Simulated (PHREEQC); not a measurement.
Consider water at 25 °C with 0.012 mol/kgw HF, 0.0034 mol/kgw K3PO4 and 0.0017 mol/kgw Cu(NO3)2. Closed to the air; pH follows from the charge balance.

Computed with PHREEQC (ion-association model, wateq4f.dat).

Problem. The ionic strength comes out as 0.0155 mol/kgw. What activity coefficients do Cu+2, F-, CuF+, K+, NO3- get?

Solution. Cu+2 0.63, F- 0.88, CuF+ 0.88, K+ 0.88, NO3- 0.88.

No solid was allowed to form. Species that the database lacks are ignored. H3PO4, which wateq4f.dat lacks, is added to it with the constant of phreeqc.dat. The database has no phosphate complexes of Cu.
